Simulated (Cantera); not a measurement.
## HI + O₂ + N₂ (abatement and gas-phase synthesis)

Input: 1 mol HI, 4 mol O₂, 0.27 mol N₂, equilibrated at 4.60 bar.

Cantera equilibrium calculation (NASA polynomials, part measured and part estimated; ideal gas, pure solids and liquids). Candidate condensed phases: H₂O, I₂; 27 gas species. Kinetics and transport are ignored.

```csv
T (°C),x O₂,x I,x H₂O,x I₂,x N₂,x OH,x O,x NO
1002,0.728,0.0512,0.0970,0.0714,0.0523,7.17e-6,4.44e-8,0.000161
1202,0.707,0.105,0.0942,0.0416,0.0507,5.63e-5,1.13e-6,0.000503
1402,0.691,0.148,0.0919,0.0180,0.0492,0.000270,1.32e-5,0.00119
1602,0.683,0.168,0.0904,0.00702,0.0481,0.000929,9.27e-5,0.00236
1802,0.678,0.175,0.0890,0.00290,0.0470,0.00252,0.000448,0.00410
2002,0.674,0.177,0.0870,0.00134,0.0457,0.00569,0.00164,0.00642
2202,0.667,0.178,0.0836,0.000687,0.0440,0.0111,0.00487,0.00927
2402,0.655,0.177,0.0782,0.000384,0.0421,0.0193,0.0123,0.0125
2602,0.637,0.175,0.0705,0.000229,0.0398,0.0303,0.0269,0.0159
```
x: gas mole fraction; nothing condenses.

From 1002 °C to 2602 °C nothing is condensed.
